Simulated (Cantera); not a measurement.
Charge: 1 mol Fe₂O₃, a varied amount of H₂, 1.9 mol N₂, at 2075 K and 0.00740 bar.

Method: chemical equilibrium by Gibbs-energy minimisation in Cantera with the NASA 1993 tables (ideal gas, pure condensed phases). Candidate condensed phases: Fe, FeO, Fe(OH)₂, Fe(OH)₃, Fe₂O₃, Fe₃O₄, H₂O; 27 gas species. The numbers say what is thermodynamically allowed, not how fast it happens.

log p: log10 of the partial pressure in bar; nothing condenses.

```tsv
n(H₂) (mol)	log p H₂	log p H₂O	log p H	log p Fe	log p N₂	log p OH
74	-2.18	-3.55	-3.67	-3.73	-3.75	-5.98
100	-2.17	-3.68	-3.66	-3.85	-3.88	-6.11
130	-2.17	-3.79	-3.66	-3.96	-3.99	-6.22
180	-2.16	-3.93	-3.65	-4.10	-4.12	-6.36
240	-2.16	?	-3.65	?	?	?
330	-2.15	-4.19	-3.65	-4.36	-4.38	-6.63
450	-2.15	?	-3.65	?	?	?
600	-2.15	-4.44	-3.65	-4.62	-4.64	-6.89
```

**Question.** Some entries are withheld; supply them.

**Answer.** 
- 240, log p H₂O: -4.05
- 240, log p Fe: -4.22
- 240, log p N₂: -4.25
- 240, log p OH: -6.49
- 450, log p H₂O: -4.32
- 450, log p Fe: -4.49
- 450, log p N₂: -4.52
- 450, log p OH: -6.76
